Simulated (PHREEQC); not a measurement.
## Buffer: speciation

Dissolve 0.012 mol NH4Cl, 0.016 mol NH3, 0.0011 mol LiCl and 0.019 mol H2SO4 per kg of water at 37 °C. Closed to the air; pH follows from the charge balance.

All values are PHREEQC results (ion-association model, phreeqc.dat), not measurements.

```json
{
 "pH": "1.93",
 "ionic_strength": "0.0512 mol/kgw",
 "specific_conductance": "10800 µS/cm",
 "density": "0.995 g/cm³",
 "total_alkalinity": "-22.0 meq/kg"
}
```

```csv
species,molality,activity,log γ
NH4+,0.0266,0.0211,-0.099
H+,0.0140,0.0119,-0.070
Cl-,0.0131,0.0106,-0.092
SO4-2,0.00953,0.00430,-0.345
HSO4-,0.00801,0.00654,-0.088
NH4SO4-,0.00144,0.00117,-0.088
Li+,0.00108,0.000895,-0.081
LiSO4-,2.05e-5,1.68e-5,-0.086
NH3,2.26e-9,2.28e-9,0.005
```

Precipitation was switched off in this run. Constants without temperature data keep their 25 °C values here.
